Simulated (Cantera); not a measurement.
Input (Python, Cantera):

```python
import numpy as np
import cantera as ct

gas = ct.Solution("h2o2.yaml")
gas.TPX = 550, 15000, {'H2': 1, 'O2': 0.602, 'N2': 2.27}
flame = ct.FreeFlame(gas, width=0.15)
flame.set_refine_criteria(ratio=3, slope=0.08, curve=0.16)
flame.transport_model = "mixture-averaged"
flame.solve(loglevel=0, auto=True)
z, T = flame.grid, flame.T
thick = (T[-1] - T[0]) / np.gradient(T, z).max()
show = ['H2', 'O2', 'HO2', 'H2O2', 'OH', 'H2O']
print(f"laminar burning velocity  {flame.velocity[0] * 100:.3f} cm/s")
print(f"burnt temperature         {T[-1]:.1f} K")
print(f"thermal thickness         {thick * 1e3:.4f} mm")
print(f"grid points               {len(z)}")
z0 = z[flame.heat_release_rate.argmax()]
print(f"{'z/mm':>9s}{'T/K':>9s}{'u/(m/s)':>9s}" + "".join(f"{s:>11s}" for s in show))
rows = []
for k in (-3, -2, -1.5, -1, -0.5, -0.25, 0, 0.25, 0.5, 1, 2, 4, 8):
    zz = z0 + k * thick
    rows.append([k * thick, np.interp(zz, z, T), np.interp(zz, z, flame.velocity),
                 *(np.interp(zz, z, flame.X[gas.species_index(s)]) for s in show)])
    print(f"{rows[-1][0] * 1e3:9.3f}{rows[-1][1]:9.1f}{rows[-1][2]:9.3f}" + "".join(f"{x:11.3e}" for x in rows[-1][3:]))
```

It prints:

```
laminar burning velocity  464.344 cm/s
burnt temperature         2311.2 K
thermal thickness         5.3861 mm
grid points               139
     z/mm      T/K  u/(m/s)         H2         O2        HO2       H2O2         OH        H2O
  -16.158    550.0    4.643  2.583e-01  1.555e-01  3.175e-15  1.383e-16  2.461e-20 -1.590e-16
  -10.772    550.0    4.643  2.583e-01  1.555e-01  5.966e-12  3.485e-16  1.990e-16  1.244e-13
   -8.079    550.0    4.643  2.583e-01  1.555e-01  4.213e-10  2.509e-14  2.539e-14  9.475e-12
   -5.386    550.0    4.643  2.583e-01  1.555e-01  1.661e-07  5.968e-11  4.826e-11  9.986e-09
   -2.693    556.2    4.689  2.568e-01  1.555e-01  6.664e-05  9.667e-07  2.527e-05  3.599e-04
   -1.347    690.1    5.742  2.341e-01  1.522e-01  4.619e-05  2.058e-06  3.741e-04  1.189e-02
    0.000   1084.9    8.741  1.162e-01  1.103e-01  1.897e-05  9.024e-07  2.916e-03  1.017e-01
    1.347   1364.4   10.860  3.739e-02  5.742e-02  8.531e-06  1.069e-06  7.959e-03  1.925e-01
    2.693   1488.3   11.763  3.246e-02  5.031e-02  6.388e-06  7.838e-07  1.042e-02  2.051e-01
    5.386   1628.6   12.752  3.238e-02  4.681e-02  4.903e-06  4.511e-07  1.311e-02  2.136e-01
   10.772   1779.6   13.782  3.084e-02  4.334e-02  3.677e-06  2.340e-07  1.556e-02  2.238e-01
   21.545   1931.5   14.785  2.735e-02  3.990e-02  2.681e-06  1.265e-07  1.714e-02  2.358e-01
   43.089   2074.0   15.699  2.215e-02  3.667e-02  1.979e-06  7.863e-08  1.732e-02  2.489e-01
```

Model: the H2/O2 subset of GRI-Mech 3.0, which has no nitrogen chemistry, integrated in Cantera. Burning velocities carry a grid error of a few per cent, more on coarse grids.
